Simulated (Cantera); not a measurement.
Reactions in the system C-O-S

Cantera with NASA thermochemical tables; ideal gases at 1 bar, condensed phases pure. Values are per mole of reaction as written; species without (g) are pure solids or liquids, kept so even where they would boil at 1 bar.

SO3(g) + C → SO2(g) + CO(g)

```json
[
 {"T (K)": "300", "ΔH° (kJ)": "-11.6", "ΔS° (J/K)": "183.4", "ΔG° (kJ)": "-66.6", "log10 K": "11.60"},
 {"T (K)": "498", "ΔH° (kJ)": "-10.9", "ΔS° (J/K)": "185.5", "ΔG° (kJ)": "-103.3", "log10 K": "10.83"},
 {"T (K)": "548", "ΔH° (kJ)": "-11.0", "ΔS° (J/K)": "185.3", "ΔG° (kJ)": "-112.5", "log10 K": "10.73"},
 {"T (K)": "598", "ΔH° (kJ)": "-11.2", "ΔS° (J/K)": "185.0", "ΔG° (kJ)": "-121.8", "log10 K": "10.64"},
 {"T (K)": "648", "ΔH° (kJ)": "-11.4", "ΔS° (J/K)": "184.6", "ΔG° (kJ)": "-131.0", "log10 K": "10.56"},
 {"T (K)": "698", "ΔH° (kJ)": "-11.7", "ΔS° (J/K)": "184.1", "ΔG° (kJ)": "-140.2", "log10 K": "10.49"},
 {"T (K)": "748", "ΔH° (kJ)": "-12.1", "ΔS° (J/K)": "183.6", "ΔG° (kJ)": "-149.4", "log10 K": "10.43"},
 {"T (K)": "798", "ΔH° (kJ)": "-12.5", "ΔS° (J/K)": "183.1", "ΔG° (kJ)": "-158.6", "log10 K": "10.38"},
 {"T (K)": "848", "ΔH° (kJ)": "-12.9", "ΔS° (J/K)": "182.6", "ΔG° (kJ)": "-167.7", "log10 K": "10.33"},
 {"T (K)": "898", "ΔH° (kJ)": "-13.4", "ΔS° (J/K)": "182.1", "ΔG° (kJ)": "-176.9", "log10 K": "10.29"}
]
```
